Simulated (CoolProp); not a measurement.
The numbers come from the reference Helmholtz-energy equation of state, Lemmon 2006 in CoolProp. It is a short technical equation, of lower accuracy than the large ones.

Problem. For carbonyl sulfide, give the phase and the cp (kJ/(kg K)), expansivity (1/kK) at 295 K and 7.4 MPa.

Solution. 
- 295 K and 7.4 MPa: liquid; cp 1.29, expansivity 2.56
